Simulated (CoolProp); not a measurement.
The fluid at 397.73 K and 0.46 MPa flows at 0.053 m/s in a round tube of 25 mm bore and 15 µm roughness, fully developed (64/Re and Nu = 3.66 if laminar; Colebrook and Gnielinski if turbulent). The same conditions are run with several fluids, on thermodynamics alone (safety and materials aside).

Computed with CoolProp (reference Helmholtz-energy equation of state of each fluid (methanol: de Reuck 1993; ammonia: Gao 2020; propane: Lemmon 2009; R22: Kamei 1995)).

Q: Rank methanol, ammonia, propane, R22 by Reynolds number, highest first.

A: R22 (892), propane (774), methanol (502), ammonia (230)

```
fluid     Darcy friction factor  pressure drop (Pa/m)  heat-transfer coefficient (W/(m² K))  mass flow (kg/h)
--------  ---------------------  --------------------  ------------------------------------  ----------------
methanol                  0.127                0.0343                                  3.84             0.449
ammonia                   0.278                0.0376                                  5.45             0.226
propane                  0.0826                0.0294                                  4.54             0.592
R22                      0.0717                0.0497                                  2.76              1.16
```

Transport values come from each fluid's own correlations; those of R22 are estimates that may be off by 10 % or more.
